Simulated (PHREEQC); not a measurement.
Consider water at 45 °C with 1.1 mmol/kgw Na2SO4. Closed to the air; pH follows from the charge balance.

All values are PHREEQC results (Pitzer model, pitzer.dat), not measurements.

ionic strength: 0.00330 mol/kgw
specific conductance: 398 µS/cm
osmotic coefficient: 0.958

| species | molality | activity | log γ |
|---|---|---|---|
| Na+ | 0.00220 | 0.00205 | -0.030 |
| SO4-2 | 0.00110 | 0.000852 | -0.111 |
| OH- | 2.30e-7 | 2.15e-7 | -0.028 |
| H+ | 2.01e-7 | 1.87e-7 | -0.031 |
| HSO4- | 2.88e-8 | 2.70e-8 | -0.028 |

No solid was allowed to form. Away from 25 °C the constants follow the database's enthalpies or fits; those with neither stay at their 25 °C values.
